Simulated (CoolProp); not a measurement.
m-xylene along the isotherm 140.35 °C: Z from the reference equation and from simpler models built on Tc = 343.7 °C, pc = 3535 kPa, ω = 0.326; each cubic takes its own stable root.

Model: reference Helmholtz-energy equation of state, Zhou 2012, in CoolProp.

```csv
p (kPa),phase,reference
680,liquid,0.02781
1360,liquid,0.05555
2040,liquid,0.08320
2720,liquid,0.1108
3400,liquid,0.1383
4080,liquid,0.1657
4760,liquid,0.1931
5440,liquid,0.2203
6120,liquid,0.2476
6800,liquid,0.2747
7480,liquid,0.3018
8160,liquid,0.3288
8840,liquid,0.3558
```

How far does each simpler model (van der Waals, Peng-Robinson) lie from the reference over these 13 states: mean and median of the absolute difference, and the worst?


- van der Waals: mean 71.7 %, median 71.3 %, worst +76.2 % at 140.35 °C and 680 kPa
- Peng-Robinson: mean 1.5 %, median 1.5 %, worst +1.8 % at 140.35 °C and 680 kPa
